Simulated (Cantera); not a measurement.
A closed system holds: 1 mol MgO, 0.4 mol HI, at 13.3 mbar.

Method: chemical equilibrium by Gibbs-energy minimisation in Cantera with the NASA 1993 tables (ideal gas, pure condensed phases). Candidate condensed phases: H₂O, I₂, Mg, MgI₂, MgO, Mg(OH)₂; 20 gas species. Equilibrium is a limit: real reactors are often held back by kinetics, nucleation or transport.

x: gas mole fraction; n: condensed amount in mol.

```tsv
T (K)	x I	x HI	x H₂	x I₂	x H₂O	x MgI₂	x MgI	n MgO(s)
1023	0.165	0.589	0.160	0.0775	0.00453	0.00453	2.48e-9	0.998
1073	0.224	0.528	0.174	0.0618	0.00595	0.00595	1.16e-8	0.997
1123	?	?	?	?	?	?	?	0.997
1173	0.346	0.397	0.206	0.0336	0.00863	0.00863	1.73e-7	0.996
1223	0.399	0.335	0.223	0.0234	0.00969	0.00969	5.65e-7	0.995
1273	0.445	0.279	0.239	0.0160	0.0105	0.0105	1.67e-6	0.995
1323	0.484	0.231	0.253	0.0109	0.0110	0.0110	4.53e-6	0.994
1373	0.515	?	0.265	?	0.0114	0.0114	?	0.994
1423	0.540	0.157	0.275	0.00504	0.0115	0.0115	2.66e-5	0.994
1473	0.560	0.129	0.284	0.00348	0.0115	0.0115	5.84e-5	0.994
1523	0.577	0.107	0.291	0.00243	0.0114	0.0113	0.000121	0.994
1573	0.590	0.0896	0.296	0.00172	0.0113	0.0111	0.000239	0.994
1623	0.600	0.0752	0.301	0.00123	0.0112	0.0107	0.000447	0.994
```

**Question.** What belongs in the gaps?

**Answer.** 
- 1373, x HI: 0.190
- 1373, x I₂: 0.00739
- 1373, x MgI: 1.14e-5
- 1123, x I: 0.286
- 1123, x HI: 0.463
- 1123, x H₂: 0.190
- 1123, x I₂: 0.0466
- 1123, x H₂O: 0.00735
- 1123, x MgI₂: 0.00735
- 1123, x MgI: 4.77e-8
